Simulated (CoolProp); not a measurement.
Hydrogen chloride along the isobar 77.1 bar: density (kg/m³) from the reference equation and from simpler models built on Tc = 324.7 K, pc = 83.14 bar, ω = 0.130; each cubic takes its own stable root.

Values from CoolProp's reference Helmholtz-energy equation of state, Thol 2018.

```
T (K)   phase  reference  Redlich-Kwong  Soave-Redlich-Kwong
-----  ------  ---------  -------------  -------------------
318    liquid      675.4          503.7                514.7
331.2     gas      181.8          173.0                171.7
344.4     gas      150.6          147.0                145.1
357.6     gas      133.2          131.3                129.3
370.7     gas      121.3          120.2                118.1
383.9     gas      112.2          111.5                109.4
397.1     gas      104.9          104.4                102.4
410.3     gas      98.89          98.45                96.53
423.5     gas      93.72          93.37                91.51
436.6     gas      89.27          88.96                87.17
```
